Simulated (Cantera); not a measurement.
A diamond (100) surface in a fixed gas of H2 with x(CH4) = 0.0083, x(CH3) = 0.00011, at 1123 K, 0.0109 atm; coverages are run to steady state.

Cantera simulation using the Harris–Goodwin 1993 mechanism for the reconstructed diamond (100) surface; the numbers are that mechanism's predictions, not measurements.

One state of this run: growth (µm/h) = 0.0695; θ c6HH = 0.515; θ c6H* = 0.0290; θ c6*H = 0.437; θ c6** = 0.0146; θ c6HM = 0.00226. θ: site fractions in the mechanism's names (c6HH fully hydrogenated, c6H* and c6*H radical sites, c6** diradical, c6HM methylated).

### Question
Which value of x(H) does it belong to?
A) 0.0001
B) 0.11
C) 0.00058
D) 0.0033

### Answer
C, 0.00058
